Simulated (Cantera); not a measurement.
An adiabatic, constant-volume homogeneous reactor starts with 45.7 % H2, 10.9 % O2, 40.9 % N2, 2.42 % H2O, equivalence ratio 2.1, at 1700 K and 0.266 atm.

Detailed kinetics in Cantera: GRI-Mech 3.0 (53 species, 325 reactions).

**Question.** Predict: time of steepest temperature rise; temperature at 3.00 s; equilibrium temperature; x(H2) at 3.00 s; x(O2) at 3.00 s; x(H2O) at 3.00 s; x(NO2) at 3.00 s; x(HO2) at 3.00 s.

**Answer.** 
```json
{
 "time_of_steepest_temperature_rise": "29.6 µs",
 "temperature at 3.00 s": "2818 K",
 "equilibrium_temperature": "2818 K",
 "x(H2) at 3.00 s": "0.240 (gas-phase equilibrium 0.240)",
 "x(O2) at 3.00 s": "0.00124 (gas-phase equilibrium 0.00124)",
 "x(H2O) at 3.00 s": "0.232 (gas-phase equilibrium 0.232)",
 "x(NO2) at 3.00 s": "7.10e-8 (gas-phase equilibrium 7.10e-8)",
 "x(HO2) at 3.00 s": "7.76e-7 (gas-phase equilibrium 7.76e-7)"
}
```
